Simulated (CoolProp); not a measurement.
Values from CoolProp's reference Helmholtz-energy equation of state, Lemmon 2006. It is a short technical equation, of lower accuracy than the large ones.

Task: Give the vapour pressure (MPa), liquid density (kg/m³), surface tension (mN/m) of saturated toluene at 226.45 °C.

Result: 
```json
[
 {"T (°C)": "226.45", "p (MPa)": "1.17", "liquid density (kg/m³)": "639", "surface tension (mN/m)": "6.25"}
]
```

Surface tension comes from a separate correlation (Mulero 2012).
